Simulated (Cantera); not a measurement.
Si2H6 + H2O (silicon oxide and oxynitride deposition)

Input: 1 mol Si2H6, 0.4 mol H2O, equilibrated at 8.70 Pa.

Cantera equilibrium calculation (NASA polynomials, part measured and part estimated; ideal gas, pure solids and liquids). Candidate condensed phases: H2O, Si, SiO2; 18 gas species. The feed counts by its element totals alone. Mutual solubility and eutectic melting of coexisting phases are not modelled. The tables hold silica as quartz up to 1696 K and as liquid above; real silica turns to tridymite and cristobalite and melts near 1996 K. Gases not in the tables: Si2H6 and higher silanes. Equilibrium is a limit: real reactors are often held back by kinetics, nucleation or transport.

```tsv
T (K)	x H2	x H	x Si	x SiO	x Si2	x SiH	n Si(s)	n SiO2(α-quartz)	n SiO2(β-quartz)	n Si(l)
573	1.00	<1e-12	<1e-12	<1e-12	<1e-12	<1e-12	1.80	0.200	0	0
773	1.00	9.73e-11	<1e-12	2.66e-11	<1e-12	<1e-12	1.80	0.200	0	0
973	1.000	1.16e-7	<1e-12	1.88e-6	<1e-12	<1e-12	1.80	0	0.200	0
1173	0.997	1.26e-5	5.69e-9	0.00278	<1e-12	9.49e-10	1.80	0	0.195	0
1373	0.894	0.000338	4.46e-6	0.105	2.11e-9	2.24e-7	1.60	0	0	0
1573	0.890	0.00411	0.000632	0.105	1.33e-6	1.34e-5	1.60	0	0	0
1773	0.846	0.0281	0.0245	0.101	0.000136	0.000259	0	0	0	1.50
1973	0.544	0.107	0.275	0.0704	0.00202	0.00137	0	0	0	0
2173	0.372	0.316	0.248	0.0624	0.000288	0.000660	0	0	0	0
```
x: gas mole fraction; n: condensed amount in mol.

From 573 K to 773 K the condensed part is Si(s) + SiO2(α-quartz). From 973 K to 1173 K the condensed part is Si(s) + SiO2(β-quartz). From 1373 K to 1573 K the condensed part is Si(s). At 1773 K the condensed part is Si(l). From 1973 K to 2173 K nothing is condensed.
